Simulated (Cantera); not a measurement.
Cantera with NASA thermochemical tables; ideal gases at 1 bar, condensed phases pure. Values are per mole of reaction as written; species without (g) are pure solids or liquids, kept so even where they would boil at 1 bar.

**Question.** Between 698 and 1298 K, where is each reaction favourable under standard conditions?
- H(g) + Li2O ⇌ OH(g) + 2 Li
- H2O(g) + Li2O ⇌ 2 Li(g) + 2 OH(g)

**Answer.** 
- H(g) + Li2O ⇌ OH(g) + 2 Li: ΔG° is 354 kJ at 698 K and 296 kJ at 1298 K; it stays positive (K < 1). ΔH° is 414 kJ and ΔS° 91 J/K at 1298 K.
- H2O(g) + Li2O ⇌ 2 Li(g) + 2 OH(g): ΔG° is 945 kJ at 698 K and 699 kJ at 1298 K; it stays positive (K < 1). ΔH° is 1222 kJ and ΔS° 403 J/K at 1298 K.
